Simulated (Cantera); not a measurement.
**Pb + N2 + O2 (iron carbonyl, mercury and lead vapours)**

Charge: 1 mol Pb, 3.8 mol N2, a varied amount of O2, equilibrated at 773.15 K and 0.000170 bar.

These are equilibrium values from Cantera (NASA tables, ideal gas, pure condensed phases), not measurements of a reactor. Candidate condensed phases: Pb, PbO, PbO2, Pb3O4; 12 gas species. Rates play no part.

```tsv
n(O2) (mol)	log p N2	log p O2	log p Pb	log p NO	log p PbO	n Pb(l)	n PbO(yellow)
0.059	-3.77	<-15	-7.63	<-15	-10.79	0.881	0.118
0.077	-3.77	<-15	-7.63	<-15	-10.79	0.845	0.154
0.1	-3.77	<-15	-7.63	<-15	-10.79	0.799	0.200
0.13	-3.77	<-15	-7.63	<-15	-10.79	0.739	0.260
0.17	-3.77	<-15	-7.63	<-15	-10.79	0.659	0.340
0.23	-3.77	<-15	-7.63	<-15	-10.79	0.539	0.460
0.3	-3.77	<-15	-7.63	<-15	-10.79	0.399	0.600
0.39	-3.77	<-15	-7.63	<-15	-10.79	0.219	0.780
0.51	-3.77	-6.35	-14.04	-10.58	-10.79	0	1.00
0.66	-3.79	-5.16	-14.64	-9.99	-10.79	0	1.00
0.87	-3.81	-4.82	-14.81	-9.83	-10.79	0	1.00
```
log p: log10 of the partial pressure in bar; n: condensed amount in mol.

From 0.059 mol O2 to 0.39 mol O2 the condensed part is Pb(l) + PbO(yellow). From 0.51 mol O2 to 0.87 mol O2 the condensed part is PbO(yellow). The main Pb-bearing gas is Pb at 0.059 mol O2 and PbO at 0.87 mol O2.
